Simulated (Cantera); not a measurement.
**Catalytic combustion on Pt**

An isothermal plug-flow reactor at 998 K and 2.70 bar (inlet), inlet velocity 0.85 m/s, active area per volume 270 1/m; feed CO : O₂ : N₂ = 0.0028 : 0.15 : 0.79 (molar parts), equivalence ratio 0.0093.

Model: Deutschmann's 1995 Pt surface mechanism with GRI-Mech 3.0 gas chemistry, integrated in Cantera. Catalytic surfaces can have several steady states; this one follows from the mechanism file's or the stated starting coverage. Mass transfer to the wall is taken as infinitely fast.

| z (m) | x CO | x O₂ | x H₂O | x CO₂ | θ free Pt | θ O* |
|---|---|---|---|---|---|---|
| 0.0001 | 0.00236 | 0.159 | <1e-12 | 0.000608 | 0.143 | 0.856 |
| 0.00018 | 0.00198 | 0.159 | <1e-12 | 0.000988 | 0.141 | 0.859 |
| 0.00032 | 0.00148 | 0.158 | <1e-12 | 0.00149 | 0.138 | 0.862 |
| 0.00058 | 0.000878 | 0.158 | <1e-12 | 0.00209 | 0.134 | 0.865 |
| 0.001 | 0.000392 | 0.158 | <1e-12 | 0.00258 | 0.132 | 0.868 |
| 0.0018 | 8.85e-5 | 0.158 | <1e-12 | 0.00289 | 0.130 | 0.870 |
| 0.0032 | 6.74e-6 | 0.158 | <1e-12 | 0.00297 | 0.130 | 0.870 |
| 0.0058 | 5.70e-8 | 0.158 | <1e-12 | 0.00297 | 0.130 | 0.870 |
| 0.01 | 2.56e-11 | 0.158 | <1e-12 | 0.00297 | 0.130 | 0.870 |
x: gas mole fraction; θ: surface coverage.
